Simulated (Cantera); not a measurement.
An isothermal, constant-pressure homogeneous reactor starts with NO : N₂ = 1 : 0.22 (molar parts), at 1648 K and 1.20 bar.

Computed with Cantera and GRI-Mech 3.0 (53 species, 325 reactions).

Task: Predict: x(NO) at 2.00 s; x(O₂) at 2.00 s; x(O) at 2.00 s; x(N₂) at 2.00 s; x(NO₂) at 2.00 s.

Result: 
```
Item                                               Result
----------------  ---------------------------------------
x(NO) at 2.00 s     0.677 (gas-phase equilibrium 0.00286)
x(O₂) at 2.00 s      0.0700 (gas-phase equilibrium 0.408)
x(O) at 2.00 s    6.49e-6 (gas-phase equilibrium 1.49e-5)
x(N₂) at 2.00 s       0.251 (gas-phase equilibrium 0.589)
x(NO₂) at 2.00 s  0.00156 (gas-phase equilibrium 1.55e-5)
```
